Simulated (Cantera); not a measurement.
Input: 1 mol SiH₂Cl₂, 0.42 mol NH₃, 25 mol H₂, held at 1723 K.

Cantera equilibrium calculation (NASA polynomials, part measured and part estimated; ideal gas, pure solids and liquids). Candidate condensed phases: NH₄Cl, Si, Si₃N₄; 28 gas species. The tables' values for SiCl are old estimates; treat these amounts as uncertain. Gases not in the tables: Si₂H₆ and higher silanes. Kinetics and transport are ignored.

**Question.** At 0.128 Torr, list the 7 most abundant gas species with their mole fractions, and the condensed phases.

**Answer.** H₂ 0.912, HCl 0.0505, H 0.0134, SiCl₂ 0.00965, N₂ 0.00744, Si 0.00578, Cl 0.000572. Condensed: Si(l).
